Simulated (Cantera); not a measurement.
Input: 1 mol Fe2O3, 4.4 mol C, 7.6 mol H2, at 1.33 mbar.

These are equilibrium values from Cantera (NASA tables, ideal gas, pure condensed phases), not measurements of a reactor. Candidate condensed phases: C, C6H6, C7H8, C8H18, Fe, Fe(CO)5, FeO, Fe(OH)2, Fe(OH)3, Fe2O3, Fe3O4, H2O; 114 gas species. Iron dissolves carbon and melts from about 1420 K in contact with it, which pure phases cannot show. Condensed phases not in the tables: cementite and carbon dissolved in iron. Rates play no part.

x: gas mole fraction; n: condensed amount in mol.

| T (°C) | x H2 | x CO | x Fe | x H | x C2H2 (acetylene) | x C2H | x C3 | n C(graphite) | n Fe(l) |
|---|---|---|---|---|---|---|---|---|---|
| 1627 | 0.642 | 0.257 | 0.0836 | 0.0174 | 0.000245 | 8.70e-8 | 1.55e-9 | 1.39 | 1.02 |
| 1652 | 0.617 | 0.248 | ___ | ___ | ___ | ___ | ___ | 1.39 | ___ |
| 1677 | 0.586 | 0.236 | 0.154 | 0.0240 | 0.000320 | 2.07e-7 | 5.87e-9 | 1.39 | 0.0479 |
| 1702 | 0.580 | 0.235 | 0.156 | 0.0285 | 0.000377 | 3.18e-7 | 1.11e-8 | 1.39 | 0 |
| 1727 | 0.576 | 0.234 | 0.156 | 0.0338 | 0.000442 | 4.86e-7 | 2.08e-8 | 1.39 | 0 |
| 1752 | 0.571 | 0.233 | 0.156 | 0.0398 | 0.000516 | 7.34e-7 | 3.82e-8 | 1.39 | 0 |
| 1777 | 0.565 | 0.233 | 0.155 | 0.0467 | 0.000600 | 1.10e-6 | 6.91e-8 | 1.38 | 0 |
| 1802 | 0.559 | 0.232 | 0.154 | 0.0545 | 0.000693 | 1.62e-6 | 1.23e-7 | 1.38 | 0 |
| 1827 | 0.552 | 0.231 | 0.154 | 0.0634 | 0.000797 | 2.37e-6 | 2.16e-7 | 1.38 | 0 |
| 1852 | 0.543 | 0.229 | 0.153 | 0.0733 | 0.000911 | 3.43e-6 | 3.75e-7 | 1.38 | 0 |
| 1877 | 0.534 | 0.228 | 0.152 | ___ | ___ | ___ | ___ | 1.37 | 0 |
| 1902 | 0.524 | 0.227 | 0.151 | 0.0968 | 0.00117 | 6.98e-6 | 1.09e-6 | 1.37 | 0 |
| 1927 | 0.513 | 0.225 | 0.150 | 0.111 | 0.00132 | 9.81e-6 | 1.81e-6 | 1.36 | 0 |
| 1952 | 0.501 | 0.223 | 0.149 | 0.126 | 0.00147 | 1.37e-5 | 2.99e-6 | 1.36 | 0 |

### Question
What belongs in the gaps?

### Answer

- 1877, x H: 0.0844
- 1877, x C2H2 (acetylene): 0.00104
- 1877, x C2H: 4.91e-6
- 1877, x C3: 6.42e-7
- 1652, x Fe: 0.114
- 1652, x H: 0.0206
- 1652, x C2H2 (acetylene): 0.000283
- 1652, x C2H: 1.35e-7
- 1652, x C3: 3.04e-9
- 1652, n Fe(l): 0.623
